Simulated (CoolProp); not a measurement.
Saturation properties of ammonia (Tc = 132.4 °C, pc = 113.6 bar, ω = 0.256).

The numbers come from the reference Helmholtz-energy equation of state, Gao 2020 in CoolProp.

```tsv
T (°C)	p (bar)	enthalpy of vaporisation (kJ/kg)	vapour viscosity (µPa s)
21.55	9.003	1180	9.73
23.55	9.586	1172	9.79
25.55	10.20	1164	9.85
27.55	10.84	1155	9.92
29.55	11.51	1147	9.98
31.55	12.21	1138	10.0
33.45	12.91	1129	10.1
35.45	13.68	1121	10.2
37.45	14.47	1111	10.2
39.45	15.31	1102	10.3
41.45	16.18	1093	10.4
43.45	17.09	1083	10.4
45.45	18.03	1074	10.5
47.45	19.02	1064	10.6
```

It boils at -33.3 °C under 1 atm.

Viscosity comes from a separate model (Fenghour 1995).
